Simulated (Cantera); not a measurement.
Input: 1 mol C₂H₂, 1.2 mol CO₂, 0.83 mol N₂, at 1298.15 K and 0.460 bar.

Method: chemical equilibrium by Gibbs-energy minimisation in Cantera with the NASA 1993 tables (ideal gas, pure condensed phases). Candidate condensed phases: C, C₆H₆, C₇H₈, C₈H₁₈, H₂O; 136 gas species. The numbers say what is thermodynamically allowed, not how fast it happens.

Base state: CO 0.566, H₂ 0.236, N₂ 0.196, CO₂ 0.000780, H₂O 0.000570, CH₄ 0.000204, HCN 4.38e-5 (mole fractions); condensed: C(graphite).

Q: What changes in the equilibrium state with this change: pressure from 0.460 bar to 1.00 bar?

A: 
```csv
species,before,after
CO,0.566,0.565
H₂,0.236,0.235
N₂,0.196,0.197
CO₂,0.000780,0.00169
H₂O,0.000570,0.00123
CH₄,0.000204,0.000440
HCN,4.38e-5,4.38e-5
"C(graphite), mol",0.805,0.810
```

Q: What changes in the equilibrium state with this change: C₂H₂ replaced by C₂H₄?

A: 
| species | before | after |
|---|---|---|
| CO | 0.566 | 0.458 |
| H₂ | 0.236 | 0.381 |
| N₂ | 0.196 | 0.159 |
| CH₄ | 0.000204 | 0.000532 |
| CO₂ | 0.000780 | 0.000510 |
| H₂O | 0.000570 | 0.000745 |
| C(graphite), mol | 0.805 | 0.804 |
